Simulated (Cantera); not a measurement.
A closed system holds: 1 mol CuO, 8 mol C, 1.8 mol H₂, 1.1 mol CH₄, at 0.133 bar.

These are equilibrium values from Cantera (NASA tables, ideal gas, pure condensed phases), not measurements of a reactor. Candidate condensed phases: C, C₆H₆, C₇H₈, C₈H₁₈, Cu, CuO, Cu(OH)₂, Cu₂O, H₂O; 113 gas species. Kinetics and transport are ignored.

Which condensed phases are stable at each of these points (T (K)): 1050, 1200, 1350, 1500, 1650, 1800, 1950, 2100, 2250, 2400, 2550?


| T (K) | condensed phases | Cu condensed (%) |
|---|---|---|
| 1050 | C(graphite) + Cu(s) | 100.0 |
| 1200 | C(graphite) + Cu(s) | 100.0 |
| 1350 | C(graphite) + Cu(s) | 100.0 |
| 1500 | C(graphite) + Cu(l) | 100.0 |
| 1650 | C(graphite) + Cu(l) | 99.7 |
| 1800 | C(graphite) + Cu(l) | 98.0 |
| 1950 | C(graphite) + Cu(l) | 89.7 |
| 2100 | C(graphite) + Cu(l) | 56.9 |
| 2250 | C(graphite) | 0.0 |
| 2400 | C(graphite) | 0.0 |
| 2550 | C(graphite) | 0.0 |

From 1050 K to 1350 K the condensed part is C(graphite) + Cu(s). From 1500 K to 2100 K the condensed part is C(graphite) + Cu(l). From 2250 K to 2550 K the condensed part is C(graphite).
